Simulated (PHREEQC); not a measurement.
Make-up at 25 °C: 5.1 mmol/kgw CuSO4, 2.4 mmol/kgw HBF4 and 0.15 mmol/kgw FeCl3. Closed to the air; pH follows from the charge balance.

All values are PHREEQC results (ion-association model, wateq4f.dat), not measurements.

Each row changes one thing in this solution. No solid was allowed to form.

| case | pH | ionic strength (mol/kgw) |
|---|---|---|
| as made | 2.68 | 0.0181 |
| FeCl3 left out | 2.71 | 0.0178 |
| HBF4 left out | 3.83 | 0.0161 |
| CuSO4 left out | 2.60 | 0.00271 |
| diluted 2-fold with water | 2.86 | 0.00994 |
| CuSO4 from 0.0051 to 0.00255 mol/kgw | 2.65 | 0.0109 |
| temperature from 25 to 80 °C | 2.91 | 0.0162 |

Species that the database lacks are ignored. Some of these states are supersaturated (in Hematite (slow to form), Goethite (slow to form), Fe(OH)3(a), for instance). At this temperature some constants are extrapolated from 25 °C, and those without enthalpy data are left unchanged. Real BF4- forms and hydrolyses slowly; the run takes it at equilibrium. Fluoro complexes past AlF4- and FeF3 are missing from the database.
